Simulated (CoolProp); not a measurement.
Model: reference Helmholtz-energy equation of state, Leachman 2009, in CoolProp.

Task: For normal hydrogen, give the phase and the Joule-Thomson coefficient (K/MPa), conductivity (mW/(m K)), Prandtl number at 69.1 K and 4030 kPa; 193.7 K and 4030 kPa; 318.3 K and 4030 kPa.

Result: 
- 69.1 K and 4030 kPa: supercritical; Joule-Thomson coefficient 1.85, conductivity 65.0, Prandtl number 0.779
- 193.7 K and 4030 kPa: supercritical; Joule-Thomson coefficient -0.0318, conductivity 135, Prandtl number 0.680
- 318.3 K and 4030 kPa: supercritical; Joule-Thomson coefficient -0.351, conductivity 200, Prandtl number 0.677

Viscosity comes from a separate model (Muzny 2013). Thermal conductivity comes from a separate model (Assael 2011).
